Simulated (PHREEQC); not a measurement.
NaOH is added in steps, without added water, to 1 kg of water holding 22 mmol/kgw NaH2PO4, 0.048 mmol/kgw Na2B4O7 and 1.3 mmol/kgw NaCl, at 20 °C. Oxygen is held at 0.21 atm. The system is closed to CO2. Only these solids could form: Halite.

Base run: PHREEQC, ion-association model, wateq4f.dat. Each further column changes one thing. The table gives H2BO3- (mol/kgw).

```tsv
NaOH added (mol)	base	0.023 mol/kgw CaCl2 added	Na2B4O7 from 4.8e-05 to 7.2e-05 mol/kgw	Na2B4O7 from 4.8e-05 to 2.4e-05 mol/kgw	no solid may form
0	8.48e-9	4.52e-9	1.59e-8	3.29e-9	8.48e-9
0.0075	6.21e-7	1.49e-8	9.41e-7	3.08e-7	6.21e-7
0.01375	1.92e-6	1.87e-8	2.91e-6	9.53e-7	1.92e-6
0.02125	2.90e-5	2.79e-8	4.53e-5	1.39e-5	2.90e-5
0.02875	0.000191	6.33e-8	0.000286	9.53e-5	0.000191
0.03625	0.000191	1.17e-6	0.000287	9.57e-5	0.000191
0.0425	0.000192	0.000190	0.000287	9.58e-5	0.000192
0.05	0.000192	0.000191	0.000288	9.58e-5	0.000192
```

H3PO4, which wateq4f.dat lacks, is added to it with the constant of phreeqc.dat. Solids allowed in the column '0.023 mol/kgw CaCl2 added': Portlandite, Hydroxyapatite, Halite.
